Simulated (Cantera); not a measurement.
# Pyrogenic steam for wet oxidation

An isothermal, constant-pressure homogeneous reactor starts with 6.67 % H2, 6.67 % O2, 86.7 % N2, at 1300 K and 100000 Pa.

Detailed kinetics in Cantera: the H2/O2 subset of GRI-Mech 3.0, which has no nitrogen chemistry. The temperature is held fixed by assumption; the heat of reaction is taken as removed at once.

| t (s) | x H2 | x O2 | x HO2 | x H | x H2O2 |
|---|---|---|---|---|---|
| 1.00e-6 | 0.0667 | 0.0667 | 1.77e-9 | 1.68e-9 | <1e-12 |
| 6.76e-6 | 0.0667 | 0.0667 | 1.28e-8 | 1.83e-8 | 3.68e-11 |
| 4.57e-5 | 0.0665 | 0.0666 | 6.74e-6 | 8.03e-5 | 3.46e-8 |
| 0.000309 | 0.000899 | 0.0345 | 1.36e-5 | 0.000516 | 1.53e-6 |
| 0.00209 | 1.50e-5 | 0.0345 | 9.45e-7 | 1.05e-6 | 1.23e-7 |
| 0.0141 | 6.49e-7 | 0.0345 | 6.07e-8 | 1.54e-8 | 1.18e-8 |
| 0.0956 | 7.78e-8 | 0.0345 | 1.07e-8 | 7.45e-10 | 1.74e-9 |
| 0.647 | 3.27e-8 | 0.0345 | 8.03e-9 | 2.03e-10 | 7.09e-10 |
| 4.37 | 3.24e-8 | 0.0345 | 8.02e-9 | 2.01e-10 | 7.02e-10 |
| 29.6 | 3.24e-8 | 0.0345 | 8.02e-9 | 2.01e-10 | 7.02e-10 |
| 200 | 3.24e-8 | 0.0345 | 8.02e-9 | 2.01e-10 | 7.02e-10 |
x: mole fraction; the columns are a selection and need not sum to one.

Equilibrium at this temperature and pressure: H2 3.24e-8, O2 0.0345, HO2 8.02e-9, H 2.01e-10, H2O2 7.02e-10 (gas phase only).
